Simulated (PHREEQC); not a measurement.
0.1 mol of Bromyrite (AgBr) is brought to equilibrium with 1 kg of water holding 0.003 mol NaCl, at 25 °C, the pH being set by adding NaOH or HCl. Oxygen is held at 0.21 atm. No CO2 enters from the air. The run lets Bromyrite, Cerargyrite, Ag2O precipitate or redissolve, and no other solid.

Model: ion-association model, wateq4f.dat, run in PHREEQC.

```json
[
 {"pH": "2", "dissolved Ag (mol/kgw)": "8.29e-7", "dissolved Br (mol/kgw)": "4.23e-5", "Cerargyrite (mol)": "4.15e-5", "AgCl2- (mol/kgw)": "4.64e-7", "Ag+ (mol/kgw)": "1.61e-8"},
 {"pH": "3", "dissolved Ag (mol/kgw)": "(withheld)", "dissolved Br (mol/kgw)": "1.22e-5", "Cerargyrite (mol)": "1.17e-5", "AgCl2- (mol/kgw)": "1.34e-7", "Ag+ (mol/kgw)": "(withheld)"},
 {"pH": "4", "dissolved Ag (mol/kgw)": "5.08e-7", "dissolved Br (mol/kgw)": "9.36e-6", "Cerargyrite (mol)": "8.85e-6", "AgCl2- (mol/kgw)": "1.02e-7", "Ag+ (mol/kgw)": "(withheld)"},
 {"pH": "4.5", "dissolved Ag (mol/kgw)": "5.07e-7", "dissolved Br (mol/kgw)": "9.14e-6", "Cerargyrite (mol)": "8.63e-6", "AgCl2- (mol/kgw)": "1.00e-7", "Ag+ (mol/kgw)": "(withheld)"},
 {"pH": "5.5", "dissolved Ag (mol/kgw)": "5.07e-7", "dissolved Br (mol/kgw)": "9.05e-6", "Cerargyrite (mol)": "8.54e-6", "AgCl2- (mol/kgw)": "9.91e-8", "Ag+ (mol/kgw)": "(withheld)"},
 {"pH": "6.5", "dissolved Ag (mol/kgw)": "5.07e-7", "dissolved Br (mol/kgw)": "9.04e-6", "Cerargyrite (mol)": "8.53e-6", "AgCl2- (mol/kgw)": "9.90e-8", "Ag+ (mol/kgw)": "6.71e-8"},
 {"pH": "7.5", "dissolved Ag (mol/kgw)": "5.07e-7", "dissolved Br (mol/kgw)": "9.04e-6", "Cerargyrite (mol)": "8.53e-6", "AgCl2- (mol/kgw)": "9.90e-8", "Ag+ (mol/kgw)": "6.71e-8"},
 {"pH": "8", "dissolved Ag (mol/kgw)": "5.07e-7", "dissolved Br (mol/kgw)": "9.04e-6", "Cerargyrite (mol)": "8.53e-6", "AgCl2- (mol/kgw)": "9.90e-8", "Ag+ (mol/kgw)": "6.71e-8"},
 {"pH": "9", "dissolved Ag (mol/kgw)": "5.07e-7", "dissolved Br (mol/kgw)": "9.04e-6", "Cerargyrite (mol)": "8.53e-6", "AgCl2- (mol/kgw)": "9.90e-8", "Ag+ (mol/kgw)": "6.71e-8"},
 {"pH": "10", "dissolved Ag (mol/kgw)": "5.07e-7", "dissolved Br (mol/kgw)": "9.04e-6", "Cerargyrite (mol)": "8.53e-6", "AgCl2- (mol/kgw)": "9.90e-8", "Ag+ (mol/kgw)": "6.72e-8"}
]
```

Question: What belongs in the gaps?

Answer: 
- 3, dissolved Ag (mol/kgw): 5.25e-7
- 3, Ag+ (mol/kgw): 5.04e-8
- 4, Ag+ (mol/kgw): 6.49e-8
- 4.5, Ag+ (mol/kgw): 6.64e-8
- 5.5, Ag+ (mol/kgw): 6.70e-8
